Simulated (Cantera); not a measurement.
Standard-state values (1 bar) from the NASA 1993 polynomials, evaluated with Cantera. Values are per mole of reaction as written; species without (g) are pure solids or liquids, kept so even where they would boil at 1 bar.

**Question.** Between 698 and 923 K, where is each reaction favourable under standard conditions?
- SO3(g) + 3 H2(g) ⇌ 3 H2O(g) + S

**Answer.** 
- SO3(g) + 3 H2(g) ⇌ 3 H2O(g) + S: ΔG° is -294 kJ at 698 K and -282 kJ at 923 K; it stays negative (K > 1). ΔH° is -335 kJ and ΔS° -57 J/K at 923 K.
